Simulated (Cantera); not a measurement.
Standard-state values (1 bar) from the NASA 1993 polynomials, evaluated with Cantera. Values are per mole of reaction as written; species without (g) are pure solids or liquids, kept so even where they would boil at 1 bar.

2 CrO₃(g) + 6 H(g) ⇌ 3 H₂O(g) + Cr₂O₃, with ΔH° = -2582.8 kJ and ΔS° = -574.5 J/K at 300 K.

Problem. How far is the shortcut ΔG° ≈ ΔH°(300 K) − T·ΔS°(300 K) from the full temperature-dependent value at 1298, 1323, 1348, 1373, 1398, 1423, 1448, 1473 K?

Solution. 
```
T (K)  shortcut (kJ)  full (kJ)  difference (kJ)  difference in log10 K
-----  -------------  ---------  ---------------  ---------------------
1298         -1837.1    -1805.9            -31.2                   1.26
1323         -1822.8    -1790.3            -32.5                   1.28
1348         -1808.4    -1774.7            -33.7                   1.31
1373         -1794.0    -1759.0            -35.0                   1.33
1398         -1779.7    -1743.4            -36.3                   1.35
1423         -1765.3    -1727.8            -37.5                   1.38
1448         -1750.9    -1712.1            -38.8                   1.40
1473         -1736.6    -1696.5            -40.1                   1.42
```
The shortcut ignores the heat-capacity change of the reaction.
